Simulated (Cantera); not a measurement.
Feed: 1 mol BN, 7.5 mol H₂, at 0.100 bar.

Method: chemical equilibrium by Gibbs-energy minimisation in Cantera with the NASA 1993 tables (ideal gas, pure condensed phases). Candidate condensed phases: B, BN; 28 gas species. Ions and electrons are included (thermal ionisation). Gases not in the tables: B₂H₆ and higher boranes. Kinetics and transport are ignored.

**Question.** Which condensed phases are stable at each of these points (T (K)): 2500, 3000, 3500, 4000, 4500, 5000?

**Answer.** 
| T (K) | condensed phases | B condensed (%) |
|---|---|---|
| 2500 | B(l) | 96.3 |
| 3000 | B(l) | 42.7 |
| 3500 | gas only | 0.0 |
| 4000 | gas only | 0.0 |
| 4500 | gas only | 0.0 |
| 5000 | gas only | 0.0 |

From 2500 K to 3000 K the condensed part is B(l). From 3500 K to 5000 K nothing is condensed.
